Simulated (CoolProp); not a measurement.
Benzene along the isobar 14200 kPa: Z from the reference equation and from simpler models built on Tc = 562.0 K, pc = 4906 kPa, ω = 0.211; each cubic takes its own stable root.

The numbers come from the reference Helmholtz-energy equation of state, Thol 2012 in CoolProp.

```csv
T (K),phase,reference,Redlich-Kwong,Soave-Redlich-Kwong,Peng-Robinson
556.4,liquid,0.4082,0.4570,0.4559,0.4090
561.3,liquid,0.4100,0.4591,0.4590,0.4122
566.2,supercritical,0.4120,0.4614,0.4624,0.4158
571.1,supercritical,0.4143,0.4639,0.4661,0.4196
576,supercritical,0.4169,0.4666,0.4701,0.4237
580.9,supercritical,0.4197,0.4695,0.4744,0.4282
585.7,supercritical,0.4227,0.4726,0.4790,0.4329
590.6,supercritical,0.4262,0.4760,0.4840,0.4381
595.5,supercritical,0.4299,0.4795,0.4894,0.4437
600.4,supercritical,0.4340,0.4834,0.4951,0.4497
605.3,supercritical,0.4384,0.4875,0.5013,0.4560
610.2,supercritical,0.4432,0.4918,0.5078,0.4628
615.1,supercritical,0.4484,0.4964,0.5147,0.4699
620,supercritical,0.4540,0.5012,0.5221,0.4774
```
